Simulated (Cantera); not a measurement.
Charge: 1 mol SiO2, 1.2 mol H2, 50 mol N2, equilibrated at 2048.15 K and 1 atm.

These are equilibrium values from Cantera (NASA tables, ideal gas, pure condensed phases), not measurements of a reactor. Candidate condensed phases: H2O, Si, SiO2, Si2N2O, Si3N4; 35 gas species. The tables hold silica as quartz up to 1696 K and as liquid above; real silica turns to tridymite and cristobalite and melts near 1996 K. Equilibrium is a limit: real reactors are often held back by kinetics, nucleation or transport.

Base state: N2 0.975, H2 0.0214, SiO 0.00178, H2O 0.00178, H 0.000326 (mole fractions); condensed: SiO2(l).

### Question
What changes in the equilibrium state with this change: temperature from 2048.15 K to 975 K?

### Answer
| species | before | after |
|---|---|---|
| N2 | 0.975 | 0.977 |
| H2 | 0.0214 | 0.0234 |
| H2O | 0.00178 | 3.07e-6 |
| SiO | 0.00178 | <1e-9 |
| H | 0.000326 | <1e-9 |
| SiO2(l), mol | 0.908 | 0 |
| SiO2(β-quartz), mol | 0 | 1.000 |
| Si2N2O(s), mol | 0 | 5.24e-5 |
N2 is the only nitrogen source here; it is nearly inert below about 1500 K, so the nitride shown seldom forms there in practice.
